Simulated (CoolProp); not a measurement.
Methane at 479.54 K and 1.17 MPa flows at 9 m/s in a round tube of 2 mm bore and 0.25 µm roughness, fully developed (64/Re and Nu = 3.66 if laminar; Colebrook and Gnielinski if turbulent). Each further row changes one setting.

Model: reference Helmholtz-energy equation of state, Setzmann 1991, in CoolProp.

| case | Reynolds number | Darcy friction factor | pressure drop (Pa/m) | heat-transfer coefficient (W/(m² K)) | mass flow (kg/h) |
|---|---|---|---|---|---|
| as stated | 5120 | 0.0373 | 3560 | 543 | 0.480 |
| velocity 18 m/s | 10200 | 0.0309 | 11800 | 991 | 0.959 |
| diameter 4 mm | 10200 | 0.0308 | 1470 | 494 | 1.92 |

Viscosity comes from a separate model (Quiñones-Cisneros 2006). Thermal conductivity comes from a separate model (Friend 1989).
